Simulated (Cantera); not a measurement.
Feed: 1 mol BN, 0.11 mol H2O, 0.71 mol H2, held at 1200 K.

Cantera equilibrium calculation (NASA polynomials, part measured and part estimated; ideal gas, pure solids and liquids). Candidate condensed phases: B, BN, B2O3, B3O3H3, H2O; 39 gas species. Mutual solubility and eutectic melting of coexisting phases are not modelled. Gases not in the tables: H3BO3. The numbers say what is thermodynamically allowed, not how fast it happens.

x: gas mole fraction; n: condensed amount in mol.

```
P (Pa)   x H2    x N2     x H2O    x HBO2     x HBO    x B2O3      x H  n BN(s)  n B2O3(l)
------  -----  ------  --------  --------  --------  --------  -------  -------  ---------
1       0.953  0.0426   6.39e-5   0.00210   0.00166  0.000920  6.09e-5    0.927     0.0341
4.20    0.955  0.0426  0.000103   0.00130  0.000637  0.000219  2.98e-5    0.927     0.0355
18      0.956  0.0426       [?]       [?]       [?]       [?]      [?]    0.927     0.0360
75      0.956  0.0426  0.000271  0.000500   9.34e-5   1.23e-5  7.05e-6    0.927     0.0363
320     0.957  0.0426  0.000439  0.000308   3.55e-5   2.87e-6  3.41e-6    0.927     0.0364
1300    0.957  0.0425  0.000700  0.000193   1.39e-5   7.08e-7  1.69e-6    0.927     0.0364
5600    0.956  0.0424       [?]       [?]       [?]       [?]      [?]    0.927     0.0363
24000   0.956  0.0422   0.00184   7.29e-5   2.00e-6   3.83e-8  3.94e-7    0.928     0.0361
100000  0.955  0.0418   0.00296   4.52e-5   7.73e-7   9.20e-9  1.93e-7    0.928     0.0358
```

Question: Some entries are withheld; supply them.

Answer: 
- 18, x H2O: 0.000168
- 18, x HBO2: 0.000804
- 18, x HBO: 0.000242
- 18, x B2O3: 5.11e-5
- 18, x H: 1.44e-5
- 5600, x H2O: 0.00114
- 5600, x HBO2: 0.000119
- 5600, x HBO: 5.27e-6
- 5600, x B2O3: 1.64e-7
- 5600, x H: 8.16e-7
